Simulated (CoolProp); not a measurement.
A Linde-Hampson liquefier for ethylene: isothermal reversible compression at 290 K from 1 atm to 30 MPa, throttling to 1 atm, return gas leaving the recuperator 2 K below the feed. Each further row changes one setting.

Values from CoolProp's reference Helmholtz-energy equation of state, Smukala 2000.

```
case                        liquid yield per pass  compression work (kJ/kg of gas)
--------------------------  ---------------------  -------------------------------
as stated                                     [?]                              373
high pressure 60 MPa                          [?]                              [?]
warm-end temperature 320 K                    [?]                              [?]
warm-end gap 7 K                            0.500                              373
```

Question: Fill in the missing entries.

Answer: 
- as stated, liquid yield per pass: 0.506
- high pressure 60 MPa, liquid yield per pass: 0.475
- high pressure 60 MPa, compression work (kJ/kg of gas): 437
- warm-end temperature 320 K, liquid yield per pass: 0.426
- warm-end temperature 320 K, compression work (kJ/kg of gas): 444
